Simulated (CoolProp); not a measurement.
n-perfluorohexane along the isobar 0.945 MPa: density (kg/m³) from the reference equation and from simpler models built on Tc = 174.9 °C, pc = 1.742 MPa, ω = 0.497; each cubic takes its own stable root.

The numbers come from the reference Helmholtz-energy equation of state, Gao 2022 in CoolProp.

```json
[
 {"T (°C)": "51.15", "phase": "liquid", "reference": "1603"},
 {"T (°C)": "57.25", "phase": "liquid", "reference": "1584"},
 {"T (°C)": "63.35", "phase": "liquid", "reference": "1564"},
 {"T (°C)": "69.45", "phase": "liquid", "reference": "1544"},
 {"T (°C)": "75.55", "phase": "liquid", "reference": "1524"},
 {"T (°C)": "81.65", "phase": "liquid", "reference": "1503"},
 {"T (°C)": "87.75", "phase": "liquid", "reference": "1481"},
 {"T (°C)": "93.85", "phase": "liquid", "reference": "1458"},
 {"T (°C)": "99.95", "phase": "liquid", "reference": "1434"},
 {"T (°C)": "106.05", "phase": "liquid", "reference": "1409"},
 {"T (°C)": "112.15", "phase": "liquid", "reference": "1383"}
]
```

Q: How far does each simpler model (van der Waals, Redlich-Kwong) lie from the reference over these 11 states: mean and median of the absolute difference, and the worst?

A: 
- van der Waals: mean 44.6 %, median 44.5 %, worst -45.7 % at 112.15 °C and 0.945 MPa
- Redlich-Kwong: mean 21.5 %, median 21.3 %, worst -24.2 % at 112.15 °C and 0.945 MPa
